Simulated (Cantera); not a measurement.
Gas mixture: H2O : O2 : N2 : CO2 = 0.35 : 0.094 : 0.85 : 0.42 (molar parts), at 10.0 bar, frozen composition.

Cantera's kinetic-theory transport with the Lennard-Jones parameters of GRI-Mech 3.0, ideal gas; thermal conductivity in the mixture-averaged form. Polar gases are described roughly by these parameters.

D: mixture-averaged diffusion coefficient of that species in the mixture.

```json
[
 {"T (K)": "400", "ρ (kg/m³)": "9.05", "cp (J/kg/K)": "1106", "μ (µPa s)": "20.3", "λ (mW/m/K)": "31.6", "Pr": "0.710", "D (cm²/s) H2": "0.127", "D (cm²/s) N2": "0.0320", "D (cm²/s) OH": "0.0517"},
 {"T (K)": "500", "ρ (kg/m³)": "7.24", "cp (J/kg/K)": "1147", "μ (µPa s)": "[?]", "λ (mW/m/K)": "[?]", "Pr": "0.710", "D (cm²/s) H2": "[?]", "D (cm²/s) N2": "[?]", "D (cm²/s) OH": "[?]"},
 {"T (K)": "600", "ρ (kg/m³)": "6.04", "cp (J/kg/K)": "1186", "μ (µPa s)": "28.1", "λ (mW/m/K)": "47.0", "Pr": "0.708", "D (cm²/s) H2": "0.253", "D (cm²/s) N2": "0.0661", "D (cm²/s) OH": "0.104"},
 {"T (K)": "700", "ρ (kg/m³)": "5.17", "cp (J/kg/K)": "1223", "μ (µPa s)": "31.6", "λ (mW/m/K)": "54.6", "Pr": "0.708", "D (cm²/s) H2": "0.328", "D (cm²/s) N2": "0.0865", "D (cm²/s) OH": "0.136"},
 {"T (K)": "800", "ρ (kg/m³)": "4.53", "cp (J/kg/K)": "1260", "μ (µPa s)": "34.9", "λ (mW/m/K)": "62.2", "Pr": "0.707", "D (cm²/s) H2": "0.411", "D (cm²/s) N2": "0.109", "D (cm²/s) OH": "0.170"},
 {"T (K)": "900", "ρ (kg/m³)": "4.02", "cp (J/kg/K)": "1294", "μ (µPa s)": "38.1", "λ (mW/m/K)": "[?]", "Pr": "0.707", "D (cm²/s) H2": "[?]", "D (cm²/s) N2": "[?]", "D (cm²/s) OH": "[?]"},
 {"T (K)": "1000", "ρ (kg/m³)": "3.62", "cp (J/kg/K)": "1325", "μ (µPa s)": "41.2", "λ (mW/m/K)": "77.1", "Pr": "0.707", "D (cm²/s) H2": "0.596", "D (cm²/s) N2": "0.160", "D (cm²/s) OH": "0.248"}
]
```

### Question
Fill in the missing entries.

### Answer

- 500, μ (µPa s): 24.3
- 500, λ (mW/m/K): 39.3
- 500, D (cm²/s) H2: 0.186
- 500, D (cm²/s) N2: 0.0479
- 500, D (cm²/s) OH: 0.0763
- 900, λ (mW/m/K): 69.7
- 900, D (cm²/s) H2: 0.500
- 900, D (cm²/s) N2: 0.133
- 900, D (cm²/s) OH: 0.207
